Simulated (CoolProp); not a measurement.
Saturation properties of R1336mzz(E).

Computed with CoolProp (reference Helmholtz-energy equation of state, Akasaka 2023).

```csv
T (°C),p (MPa),vapour density (kg/m³),liquid cp (kJ/(kg K))
34.45,0.2664,18.95,1.258
40.95,0.3277,23.22,1.269
47.35,0.3980,28.18,___
53.85,___,34.09,1.297
60.25,0.5741,40.91,1.314
66.75,___,49.03,1.334
73.25,0.8056,___,1.358
79.65,___,69.59,1.387
```

Q: Fill in the missing entries.

A: 
- 47.35, liquid cp (kJ/(kg K)): 1.282
- 53.85, p (MPa): 0.4807
- 66.75, p (MPa): 0.6825
- 73.25, vapour density (kg/m³): 58.55
- 79.65, p (MPa): 0.9426

It boils at 7.9 °C under 1 atm.
